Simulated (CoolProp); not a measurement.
A single-stage vapour-compression cycle with fluoroethane (R161): evaporating at 310.15 K (dew point), condensing at 362.15 K (bubble point), superheat 8 K, subcooling 2 K, compressor efficiency 0.7, no pressure losses. Each further row changes one setting.

The numbers come from the reference Helmholtz-energy equation of state, Wu 2012 in CoolProp.

```
case                              cooling COP  pressure ratio  discharge temperature (K)  refrigerating effect (kJ/kg)  volumetric capacity (kJ/m³)
--------------------------------  -----------  --------------  -------------------------  ----------------------------  ---------------------------
as stated                                2.69            3.09                      393.7                           198                         5560
evaporating temperature 315.15 K            ?            2.73                      391.1                           200                            ?
condensing temperature 357.15 K          3.17            2.80                      387.0                           213                            ?
subcooling 7 K                           2.93            3.09                      393.7                             ?                         6050
superheat 18 K                           2.74            3.09                      403.5                             ?                            ?
compressor efficiency 0.6                2.31            3.09                          ?                           198                         5560
```

Problem. Fill in the missing entries.

Solution. 
- evaporating temperature 315.15 K, cooling COP: 3.10
- evaporating temperature 315.15 K, volumetric capacity (kJ/m³): 6410
- condensing temperature 357.15 K, volumetric capacity (kJ/m³): 6000
- subcooling 7 K, refrigerating effect (kJ/kg): 215
- superheat 18 K, refrigerating effect (kJ/kg): 214
- superheat 18 K, volumetric capacity (kJ/m³): 5690
- compressor efficiency 0.6, discharge temperature (K): 399.2
